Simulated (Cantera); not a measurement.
Cantera run:

```python
import numpy as np
import cantera as ct

gas_names = """
    C CH CH2 CH3 CH4 CN C2 C2H C2H2,acetylene C2H2,vinylidene C2H3,vinyl CH3CN C2H4 C2H5 C2H6 CCN CNC
    C2N2 C3 C3H3,propargyl C3H4,allene C3H4,propyne C3H4,cyclo- C3H5,allyl C3H6,propylene C3H6,cyclo-
    C3H7,n-propyl C3H7,i-propyl C3H8 C4 C4H2 C4H4,1,3-cyclo- C4H6,butadiene C4H6,2-butyne C4H6,cyclo-
    C4H8,1-butene C4H8,cis2-buten C4H8,tr2-butene C4H8,isobutene C4H8,cyclo- C4H9,n-butyl C4H9,i-butyl
    C4H9,s-butyl C4H9,t-butyl C4H10,isobutane C4H10,n-butane C4N2 C5 C5H6,1,3cyclo- C5H8,cyclo-
    C5H10,1-pentene C5H10,cyclo- C5H11,pentyl C5H11,t-pentyl C5H12,n-pentane C5H12,i-pentane
    CH3C(CH3)2CH3 C6H2 C6H5,phenyl C6H6 C6H10,cyclo- C6H12,1-hexene C6H12,cyclo- C6H13,n-hexyl
    C7H7,benzyl C7H8 C7H14,1-heptene C7H15,n-heptyl C7H16,n-heptane C8H8,styrene C8H10,ethylbenz
    C8H16,1-octene C8H17,n-octyl C8H18,isooctane C8H18,n-octane C9H19,n-nonyl C10H8,naphthale
    C10H21,n-decyl C12H9,o-bipheny C12H10,bipheny H HCN HCCN HNC H2 N NH NH2 NH3 N2 N2H2 N2H4
""".split()
cond_names = """
    C(gr) C6H6(L) C7H8(L) C8H18(L),n-octa
""".split()


def load(file, names, dense=False):
    # The tables refer to 1 bar. Condensed volumes are neglected.
    table = {s.name: s for s in ct.Species.list_from_file(file)}
    out = []
    for n in names:
        d = dict(table[n].input_data)
        d["thermo"] = dict(d["thermo"], **{"reference-pressure": 1e5})
        if dense:
            d["equation-of-state"] = {"model": "constant-volume", "density": "1e6 g/cm^3"}
        out.append(ct.Species.from_dict(d))
    return out


gas = ct.Solution(thermo="ideal-gas", species=load("nasa_gas.yaml", gas_names))
cond = {s.name: ct.Solution(thermo="fixed-stoichiometry", species=[s], name=s.name)
        for s in load("nasa_condensed.yaml", cond_names, dense=True)}
atoms = {
    'toluene': {'C': 7, 'H': 8},
    'NH3': {'N': 1, 'H': 3},
}
top_T = {'C(gr)': 4500}  # K; cautious upper limits of use, not melting points


def equilibrate(T, P, feed):
    n = {}
    for name, mol in feed.items():
        for a, k in atoms[name].items():
            n[a] = n.get(a, 0.0) + k * mol
    gas.TPX = T, P, n
    mass = sum(n.values()) * gas.mean_molecular_weight
    gas.equilibrate("TP")
    valid = [c for c in cond.values() if c.min_temp <= T <= top_T.get(c.name, c.max_temp)]
    mix = ct.Mixture([(gas, mass / gas.mean_molecular_weight)] + [(c, 0.0) for c in valid])
    mix.T, mix.P = T, P
    mix.equilibrate("TP", solver="vcs", rtol=1e-11, max_steps=5000)
    return mix


results = []
feed = {'toluene': 1, 'NH3': 1.1}  # mol
T = 1698  # K
P = 380000  # Pa
mix = equilibrate(T, P, feed)
results.append((T, P, feed, dict(zip(mix.species_names, mix.species_moles))))
x = sorted(zip(gas.X, gas.species_names), reverse=True)
print(f"T = {T:g} K  P = {P:g} Pa  gas = {mix.phase_moles(0):.4g} mol")
print("   x: " + "  ".join(f"{s} {v:.3e}" for v, s in x if v > 1e-05))
print("   condensed (mol): " + ("  ".join(f"{mix.phase(i).name} {mix.phase_moles(i):.4g}"
      for i in range(1, mix.n_phases) if mix.phase_moles(i) > 1e-12) or "none"))
```

Result:

```
T = 1698 K  P = 380000 Pa  gas = 6.179 mol
   x: H2 9.068e-01  N2 8.847e-02  CH4 3.449e-03  HCN 1.026e-03  H 7.064e-05  C2H2,acetylene 6.534e-05  NH3 3.569e-05  HNC 3.054e-05  C2H4 1.115e-05
   condensed (mol): C(gr) 6.971
```

Method: chemical equilibrium by Gibbs-energy minimisation in Cantera with the NASA 1993 tables (ideal gas, pure condensed phases).
